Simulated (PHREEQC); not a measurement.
**Polishing slurry liquid**

A solution holds 0.12 mol/kgw H2SO4, 0.16 mol/kgw Fe(NO3)3 and 0.00011 mol/kgw CuSO4, at 25 °C. Closed to the air; pH follows from the charge balance.

All values are PHREEQC results (ion-association model, phreeqc.dat), not measurements.

Each row changes one thing in this solution. This is a speciation only: nothing precipitates in the calculation.

```tsv
case	pH	ionic strength (mol/kgw)	Fe+3 (mol/kgw)	FeSO4+ (mol/kgw)	FeHSO4+2 (mol/kgw)	HSO4- (mol/kgw)	SI of Goethite (FeOOH)	SI of Hematite (Fe2O3)
as made	0.86	0.726	0.0575	0.0569	0.0434	0.0138	+1.21	+4.44
0.0022 mol/kgw HNO3 added	0.85	0.728	0.0576	0.0567	0.0436	0.0138	+1.20	+4.41
temperature from 25 to 5 °C	0.86	0.736	0.0597	0.0549	0.0440	0.0131	+0.49	+2.89
Fe(NO3)3 from 0.16 to 0.176 mol/kgw	0.85	0.811	0.0710	0.0596	0.0430	0.0120	+1.27	+4.56
Fe(NO3)3 from 0.16 to 0.016 mol/kgw	0.93	0.199	0.000759	0.00812	0.00614	0.0851	-0.23	+1.55
```

The ionic strength passes 0.7 mol/kgw, the rough limit of the ion-association models, in as made; 0.0022 mol/kgw HNO3 added; temperature from 25 to 5 °C; Fe(NO3)3 from 0.16 to 0.176 mol/kgw. Species that the database lacks are ignored. Some of these states are supersaturated (in Hematite (slow to form), Goethite (slow to form), for instance). Constants without temperature data keep their 25 °C values here.
